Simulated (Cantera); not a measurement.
A perfectly stirred reactor is fed with 52.4 % CH₄, 37.2 % CO₂, 10.5 % H₂, at 760 Torr; it is held at 2200 K, and followed from long to short residence time.

Model: GRI-Mech 3.0 (53 species, 325 reactions), integrated in Cantera.

x: mole fraction; the columns are a selection and need not sum to one.

| τ (s) | x CH₄ | x CO₂ | x H₂ | x HO₂ | x CH₂CO |
|---|---|---|---|---|---|
| 0.50 | 0.00180 | 0.000356 | 0.560 | <1e-12 | [?] |
| 0.16 | 0.00306 | 0.00102 | 0.555 | <1e-12 | [?] |
| 0.051 | 0.00524 | 0.00267 | 0.543 | 1.54e-12 | [?] |
| 0.016 | 0.00902 | 0.00637 | 0.520 | 7.73e-12 | [?] |
| 0.0052 | 0.0153 | 0.0136 | 0.484 | 2.75e-11 | [?] |
| 0.0017 | 0.0263 | 0.0286 | 0.438 | 7.18e-11 | [?] |
| 0.00053 | 0.0490 | 0.0642 | 0.396 | 1.34e-10 | [?] |
| 0.00017 | 0.0959 | 0.135 | 0.375 | 1.66e-10 | [?] |

Q: Complete the blanks.

A: 
- 0.50, x CH₂CO: 1.91e-6
- 0.16, x CH₂CO: 4.29e-6
- 0.051, x CH₂CO: 1.02e-5
- 0.016, x CH₂CO: 2.45e-5
- 0.0052, x CH₂CO: 5.47e-5
- 0.0017, x CH₂CO: 0.000105
- 0.00053, x CH₂CO: 0.000153
- 0.00017, x CH₂CO: 0.000137
